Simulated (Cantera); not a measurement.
Feed: 1 mol CuO, 0.75 mol H2, 0.057 mol H2O, equilibrated at 1448.15 K and 1.90 bar.

Cantera equilibrium calculation (NASA polynomials, part measured and part estimated; ideal gas, pure solids and liquids). Candidate condensed phases: Cu, CuO, Cu(OH)2, Cu2O, H2O; 12 gas species. Mutual solubility and eutectic melting of coexisting phases are not modelled. Kinetics and transport are ignored.

Base state: H2O 1.000, H2 0.000160, O2 1.76e-5, OH 1.26e-5 (mole fractions); condensed: Cu(l) + Cu2O(s).

Task: What changes in the equilibrium state with this change: CuO replaced by ZrO2?

Result: 
| species | before | after |
|---|---|---|
| H2 | 0.000160 | 0.929 |
| H2O | 1.000 | 0.0706 |
| OH | 1.26e-5 | 1.17e-8 |
| O2 | 1.76e-5 | <1e-9 |
| Cu(l), mol | 0.500 | 0 |
| Cu2O(s), mol | 0.250 | 0 |
| ZrO2(monoclinic), mol | 0 | 1.00 |
Further candidate phases: Zr, ZrO2.
